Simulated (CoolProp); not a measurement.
R125 along the isotherm 27.95 °C: density (kg/m³) from the reference equation and from simpler models built on Tc = 66.0 °C, pc = 3618 kPa, ω = 0.305; each cubic takes its own stable root.

Values from CoolProp's reference Helmholtz-energy equation of state, Lemmon 2005.

```json
[
 {"p (kPa)": "4020", "phase": "liquid", "reference": "1209"},
 {"p (kPa)": "8040", "phase": "liquid", "reference": "1251"},
 {"p (kPa)": "12100", "phase": "liquid", "reference": "1283"},
 {"p (kPa)": "16100", "phase": "liquid", "reference": "1309"},
 {"p (kPa)": "20100", "phase": "liquid", "reference": "1331"},
 {"p (kPa)": "24100", "phase": "liquid", "reference": "1351"},
 {"p (kPa)": "28100", "phase": "liquid", "reference": "1368"},
 {"p (kPa)": "32200", "phase": "liquid", "reference": "1384"},
 {"p (kPa)": "36200", "phase": "liquid", "reference": "1399"}
]
```

### Question
How far does each simpler model (Redlich-Kwong, Soave-Redlich-Kwong) lie from the reference over these 9 states: mean and median of the absolute difference, and the worst?

### Answer
- Redlich-Kwong: mean 9.3 %, median 8.3 %, worst -16.0 % at 27.95 °C and 4020 kPa
- Soave-Redlich-Kwong: mean 7.4 %, median 6.7 %, worst -11.8 % at 27.95 °C and 4020 kPa
